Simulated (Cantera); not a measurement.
Input (Python, Cantera):

```python
import numpy as np
import cantera as ct

gas = ct.Solution("h2o2.yaml")
gas.TPX = 500, 13332, {'H2': 1, 'O2': 0.633, 'N2': 2.91, 'H2O': 0.14}
flame = ct.FreeFlame(gas, width=0.16)
flame.set_refine_criteria(ratio=3, slope=0.08, curve=0.16)
flame.transport_model = "mixture-averaged"
flame.solve(loglevel=0, auto=True)
z, T = flame.grid, flame.T
thick = (T[-1] - T[0]) / np.gradient(T, z).max()
show = ['H2', 'O2', 'H2O', 'O', 'H', 'HO2']
print(f"laminar burning velocity  {flame.velocity[0] * 100:.3f} cm/s")
print(f"burnt temperature         {T[-1]:.1f} K")
print(f"thermal thickness         {thick * 1e3:.4f} mm")
print(f"grid points               {len(z)}")
z0 = z[flame.heat_release_rate.argmax()]
print(f"{'z/mm':>9s}{'T/K':>9s}{'u/(m/s)':>9s}" + "".join(f"{s:>11s}" for s in show))
rows = []
for k in (-3, -2, -1.5, -1, -0.5, -0.25, 0, 0.25, 0.5, 1, 2, 4, 8):
    zz = z0 + k * thick
    rows.append([k * thick, np.interp(zz, z, T), np.interp(zz, z, flame.velocity),
                 *(np.interp(zz, z, flame.X[gas.species_index(s)]) for s in show)])
    print(f"{rows[-1][0] * 1e3:9.3f}{rows[-1][1]:9.1f}{rows[-1][2]:9.3f}" + "".join(f"{x:11.3e}" for x in rows[-1][3:]))
```

Output:

```
laminar burning velocity  296.810 cm/s
burnt temperature         2049.8 K
thermal thickness         6.1857 mm
grid points               131
     z/mm      T/K  u/(m/s)         H2         O2        H2O          O          H        HO2
  -18.557    500.0    2.968  2.135e-01  1.352e-01  2.990e-02  1.138e-17  2.129e-18  6.152e-15
  -12.371    500.0    2.968  2.135e-01  1.352e-01  2.990e-02  1.038e-14  8.774e-15  3.164e-12
   -9.278    500.0    2.968  2.135e-01  1.352e-01  2.990e-02  1.197e-12  3.803e-12  3.111e-10
   -6.186    500.0    2.968  2.135e-01  1.352e-01  2.990e-02  3.887e-10  4.994e-09  8.807e-08
   -3.093    506.5    2.999  2.111e-01  1.353e-01  3.033e-02  3.216e-06  6.251e-05  6.874e-05
   -1.546    649.7    3.786  1.876e-01  1.319e-01  4.308e-02  1.078e-04  3.635e-03  5.089e-05
    0.000   1012.2    5.731  1.018e-01  1.018e-01  1.118e-01  3.766e-03  2.921e-02  1.906e-05
    1.546   1276.9    7.149  3.299e-02  5.659e-02  1.918e-01  1.003e-02  4.501e-02  8.551e-06
    3.093   1398.9    7.785  2.414e-02  4.737e-02  2.082e-01  1.085e-02  3.958e-02  6.119e-06
    6.186   1527.9    8.435  2.283e-02  4.381e-02  2.169e-01  9.872e-03  2.959e-02  4.678e-06
   12.371   1659.2    9.078  2.048e-02  4.063e-02  2.266e-01  8.080e-03  1.988e-02  3.531e-06
   24.743   1782.4    9.664  1.660e-02  3.766e-02  2.371e-01  5.920e-03  1.180e-02  2.573e-06
   49.485   1886.2   10.147  1.190e-02  3.518e-02  2.473e-01  3.854e-03  6.053e-03  1.791e-06
```

Model: the H2/O2 subset of GRI-Mech 3.0, which has no nitrogen chemistry, integrated in Cantera. Burning velocities carry a grid error of a few per cent, more on coarse grids.
